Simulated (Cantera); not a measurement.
**Equilibrium for silicon nitride deposition: SiF₄ + NH₃**

Feed: 1 mol SiF₄, 0.23 mol NH₃, at 29000 Pa.

These are equilibrium values from Cantera (NASA tables, ideal gas, pure condensed phases), not measurements of a reactor. Candidate condensed phases: Si, Si₃N₄; 37 gas species. The tables' values for SiF₃, SiF₂ are old estimates; treat these amounts as uncertain. The numbers say what is thermodynamically allowed, not how fast it happens.

From 725 K to 1400 K nothing is condensed. The main Si-bearing gas is SiF₄ throughout.

```
T (K)  log p SiF₄  log p H₂  log p N₂  log p HF  log p SiF₃
-----  ----------  --------  --------  --------  ----------
725         -0.70     -1.16     -1.64     -5.12       -9.07
800         -0.70     -1.16     -1.64     -4.66       -7.82
875         -0.70     -1.16     -1.64     -4.28       -6.77
950         -0.70     -1.16     -1.64     -3.95       -5.90
1025        -0.70     -1.17     -1.64     -3.67       -5.16
1100        -0.70     -1.17     -1.64     -3.43       -4.53
1175        -0.70     -1.17     -1.64     -3.20       -3.99
1250        -0.70     -1.17     -1.64     -2.99       -3.54
1325        -0.71     -1.17     -1.64     -2.78       -3.15
1400        -0.71     -1.18     -1.64     -2.58       -2.83
```
log p: log10 of the partial pressure in bar; nothing condenses.
